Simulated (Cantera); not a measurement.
An isothermal plug-flow reactor at 975 K and 100000 Pa (inlet), inlet velocity 1.1 m/s, active area per volume 3900 1/m; feed CH₄ : O₂ : N₂ : H₂O = 0.0039 : 0.013 : 0.79 : 0.027 (molar parts), equivalence ratio 0.60.

Detailed kinetics in Cantera: Deutschmann's 1995 Pt surface mechanism with GRI-Mech 3.0 gas chemistry. Catalytic surfaces can have several steady states; this one follows from the mechanism file's or the stated starting coverage. Mass transfer to the wall is taken as infinitely fast.

**Question.** What does this change do: temperature 975 to 775 K?

**Answer.** 
```json
[
 {"quantity": "x(CH₄) at z = 0.0057 m", "before": "0.000111", "after": "0.00436"},
 {"quantity": "x(O₂) at z = 0.0057 m", "before": "0.00647", "after": "0.0150"},
 {"quantity": "x(H₂O) at z = 0.0057 m", "before": "0.0415", "after": "0.0330"},
 {"quantity": "x(CO₂) at z = 0.0057 m", "before": "0.00456", "after": "0.000318"},
 {"quantity": "x(CO) at z = 0.0057 m", "before": "7.17e-8", "after": "6.32e-7"},
 {"quantity": "θ(free Pt) at the exit", "before": "0.318", "after": "0.0574"},
 {"quantity": "θ(O*) at the exit", "before": "0.677", "after": "0.937"},
 {"quantity": "θ(OH*) at the exit", "before": "0.00466", "after": "0.00516"}
]
```
